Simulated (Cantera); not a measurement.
An adiabatic, constant-pressure homogeneous reactor starts with C₃H₈ : O₂ : N₂ = 1 : 14.3 : 53.7 (molar parts), equivalence ratio 0.35, at 1575 K and 2.47 atm. Integrator tolerance rtol = 1e-08.

Cantera simulation using GRI-Mech 3.0 (53 species, 325 reactions); the numbers are that mechanism's predictions, not measurements. GRI-Mech 3.0 was tuned for natural gas; its chemistry of propane as a main component is partial and can be far from experiment.

Problem. What does this change do: pressure from 2.47 atm to 3.45 atm?

Solution. 
| quantity | before | after |
|---|---|---|
| time of steepest temperature rise | 21.8 µs | 17.8 µs |
| temperature at 0.200 s | 2291 K | 2293 K |
| equilibrium temperature | 2290 K | 2293 K |
| x(C₃H₈) at 0.200 s | <1e-12 (gas-phase equilibrium <1e-12) | <1e-12 (gas-phase equilibrium <1e-12) |
| x(O₂) at 0.200 s | 0.126 (gas-phase equilibrium 0.126) | 0.126 (gas-phase equilibrium 0.126) |
| x(HCO) at 0.200 s | 3.35e-11 (gas-phase equilibrium 3.33e-11) | 3.20e-11 (gas-phase equilibrium 3.20e-11) |
| x(C₂H₆) at 0.200 s | <1e-12 (gas-phase equilibrium <1e-12) | <1e-12 (gas-phase equilibrium <1e-12) |
| x(HO₂) at 0.200 s | 5.01e-6 (gas-phase equilibrium 5.01e-6) | 5.51e-6 (gas-phase equilibrium 5.51e-6) |

Problem. What does this change do: pressure from 2.47 atm to 11.8 atm?

Solution. 
```tsv
quantity	before	after
time of steepest temperature rise	21.8 µs	9.16 µs
temperature at 0.200 s	2291 K	2302 K
equilibrium temperature	2290 K	2302 K
x(C₃H₈) at 0.200 s	<1e-12 (gas-phase equilibrium <1e-12)	<1e-12 (gas-phase equilibrium <1e-12)
x(O₂) at 0.200 s	0.126 (gas-phase equilibrium 0.126)	0.126 (gas-phase equilibrium 0.126)
x(HCO) at 0.200 s	3.35e-11 (gas-phase equilibrium 3.33e-11)	2.64e-11 (gas-phase equilibrium 2.64e-11)
x(C₂H₆) at 0.200 s	<1e-12 (gas-phase equilibrium <1e-12)	<1e-12 (gas-phase equilibrium <1e-12)
x(HO₂) at 0.200 s	5.01e-6 (gas-phase equilibrium 5.01e-6)	7.74e-6 (gas-phase equilibrium 7.74e-6)
```
The pressure lies above the range GRI-Mech 3.0 was tuned for (to about 10 atm).
